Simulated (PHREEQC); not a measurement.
Solution A (0.0021 mol/kgw NaBr and 0.012 mol/kgw Na2HAsO4) is mixed with solution B (0.022 mol/kgw HCl and 0.0027 mol/kgw MnSO4) at 20 °C; shares are by mass of water, 1 kg in all. The system is closed to oxygen. No CO2 enters from the air. Nothing may precipitate in this run.

The numbers come from PHREEQC with the ion-association model, wateq4f.dat.

| share of solution B | pH | HAsO4-2 (mol/kgw) | Mn+2 (mol/kgw) |
|---|---|---|---|
| 0 | 9.10 | 0.0118 | 0 |
| 0.1 | 7.54 | ? | 0.000266 |
| 0.2 | 7.04 | 0.00520 | 0.000522 |
| 0.3 | ? | 0.00180 | 0.000768 |
| 0.4 | 3.15 | 9.24e-7 | ? |
| 0.5 | 2.57 | 1.61e-7 | 0.00124 |
| 0.6 | 2.29 | ? | 0.00148 |
| 0.7 | ? | ? | 0.00172 |
| 0.8 | 1.95 | 7.93e-9 | 0.00196 |
| 0.9 | 1.83 | ? | 0.00220 |
| 1 | 1.74 | 0 | 0.00243 |

Q: Fill in the missing entries.

A: 
- 0.1, HAsO4-2 (mol/kgw): 0.00860
- 0.3, pH: 6.42
- 0.4, Mn+2 (mol/kgw): 0.00101
- 0.6, HAsO4-2 (mol/kgw): 5.19e-8
- 0.7, pH: 2.09
- 0.7, HAsO4-2 (mol/kgw): 2.00e-8
- 0.9, HAsO4-2 (mol/kgw): 2.61e-9

Along this series the solution becomes supersaturated in solids that the run did not let form, among them Mn3(AsO4)2:8H2O. Species that the database lacks are ignored. The database has no arsenate complexes of Mn.
